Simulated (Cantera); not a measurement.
Input: 1 mol SiH2Cl2, 6.8 mol NH3, at 74.0 Pa.

Equilibrium computed with Cantera from the NASA thermochemical tables; the gas is ideal and each condensed phase is pure. Candidate condensed phases: NH4Cl, Si, Si3N4; 28 gas species. The tables' values for SiCl, SiN, SiCl3 are old estimates; treat these amounts as uncertain. Gases not in the tables: Si2H6 and higher silanes. Equilibrium is a limit: real reactors are often held back by kinetics, nucleation or transport. All values below are at 1875 K.

Base state: H2 0.654, N2 0.213, HCl 0.0744, SiCl2 0.0236, H 0.0195, Si 0.0122, SiCl 0.00173, Cl 0.00168 (mole fractions); condensed: Si(l).

What changes in the equilibrium state with this change: NH3 from 6.8 to 0.93 mol?


```json
[
 {"species": "H2", "before": "0.654", "after": "0.510"},
 {"species": "HCl", "before": "0.0744", "after": "0.172"},
 {"species": "SiCl2", "before": "0.0236", "after": "0.162"},
 {"species": "N2", "before": "0.213", "after": "0.117"},
 {"species": "H", "before": "0.0195", "after": "0.0172"},
 {"species": "Si", "before": "0.0122", "after": "0.0122"},
 {"species": "SiCl3", "before": "2.18e-5", "after": "0.000389"},
 {"species": "SiCl", "before": "0.00173", "after": "0.00452"},
 {"species": "Cl", "before": "0.00168", "after": "0.00439"},
 {"species": "SiN", "before": "5.50e-5", "after": "4.08e-5"},
 {"species": "Si(l), mol", "before": "0.387", "after": "0.290"}
]
```
The tables' values for SiCl, SiCl3, SiN are old estimates; treat these amounts as uncertain.
